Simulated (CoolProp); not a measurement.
Vapour-liquid equilibrium of acetone (1) + cyclohexane (2) at 1.13 MPa; x and y are mole fractions of (1).

Values from CoolProp's multi-fluid Helmholtz-energy mixture model, Lemmon 2006 and Zhou 2014; pair parameters Bell 2016.

Task: Give the bubble temperature and the first vapour's composition at x = 0.425, 0.5, 0.8. Is there an azeotrope?

Result: x = 0.425: 153.5 °C, y = 0.586; x = 0.5: 151.8 °C, y = 0.628; x = 0.8: 148.3 °C, y = 0.808. y crosses x between x = 0.8 and 0.875: the model has an azeotrope there.

The pair parameters rest on a limited set of measurements; away from them the model extrapolates.
